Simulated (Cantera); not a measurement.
Charge: 1 mol Pb, 0.92 mol CO, 35 mol H2, equilibrated at 950 °C and 101000 Pa.

Equilibrium computed with Cantera from the NASA thermochemical tables; the gas is ideal and each condensed phase is pure. Candidate condensed phases: C, C6H6, C7H8, C8H18, H2O, Pb, PbO, PbO2, Pb3O4; 113 gas species. Rates play no part.

Base state: H2 0.971, CO 0.0232, CH4 0.00244, H2O 0.00240, Pb 0.000896, CO2 3.93e-5 (mole fractions); condensed: Pb(l).

Task: What changes in the equilibrium state with this change: pressure from 101000 Pa to 3000 Pa?

Result: 
| species | before | after |
|---|---|---|
| H2 | 0.971 | 0.948 |
| Pb | 0.000896 | 0.0271 |
| CO | 0.0232 | 0.0248 |
| CH4 | 0.00244 | 7.20e-5 |
| H2O | 0.00240 | 7.08e-5 |
| CO2 | 3.93e-5 | 1.27e-6 |
| Pb(l), mol | 0.968 | 0 |

Task: What changes in the equilibrium state with this change: temperature from 950 °C to 775 °C?

Result: 
| species | before | after |
|---|---|---|
| H2 | 0.971 | 0.962 |
| CO | 0.0232 | 0.0141 |
| CH4 | 0.00244 | 0.0119 |
| H2O | 0.00240 | 0.0117 |
| Pb | 0.000896 | 4.42e-5 |
| CO2 | 3.93e-5 | 0.000204 |
| Pb(l), mol | 0.968 | 0.998 |
